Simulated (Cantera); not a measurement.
A closed system holds: 1 mol SiH2Cl2, a varied amount of H2, equilibrated at 625 °C and 450 Pa.

Method: chemical equilibrium by Gibbs-energy minimisation in Cantera with the NASA 1993 tables (ideal gas, pure condensed phases). Candidate condensed phases: Si; 19 gas species. Rates play no part.

What share of the Si ends up in condensed phases as a function of n(H2) (mol), at 11, 16, 23, 33, 47, 68, 98, 140, 200, 290, 420?


| n(H2) (mol) | Si condensed (%) | as |
|---|---|---|
| 11 | 51.7 | Si(s) |
| 16 | 52.7 | Si(s) |
| 23 | 54.0 | Si(s) |
| 33 | 55.7 | Si(s) |
| 47 | 57.8 | Si(s) |
| 68 | 60.7 | Si(s) |
| 98 | 64.4 | Si(s) |
| 140 | 68.7 | Si(s) |
| 200 | 73.9 | Si(s) |
| 290 | 79.9 | Si(s) |
| 420 | 85.9 | Si(s) |
